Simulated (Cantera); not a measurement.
Charge: 1 mol CCl4, 0.039 mol F2, 0.47 mol H2, at 0.133 bar.

These are equilibrium values from Cantera (NASA tables, ideal gas, pure condensed phases), not measurements of a reactor. Candidate condensed phases: C, C6H6, C7H8, C8H18; 118 gas species. Rates play no part. All values below are at 1198 K.

Base state: Cl2 0.617, HCl 0.343, HF 0.0296, Cl 0.00995, CF4 0.000200, CClF3 0.000126, CCl2F2 8.23e-5, CCl4 5.95e-5 (mole fractions); condensed: C(graphite).

### Question
What changes in the equilibrium state with this change: CCl4 replaced by CH2F2?

### Answer
```
species             before    after
----------------  --------  -------
HF                  0.0296    0.828
H2                   <1e-9    0.172
CH4                  <1e-9  6.30e-5
Cl2                  0.617        0
HCl                  0.343        0
Cl                 0.00995        0
CF4               0.000200    <1e-9
C(graphite), mol     0.999    1.000
```
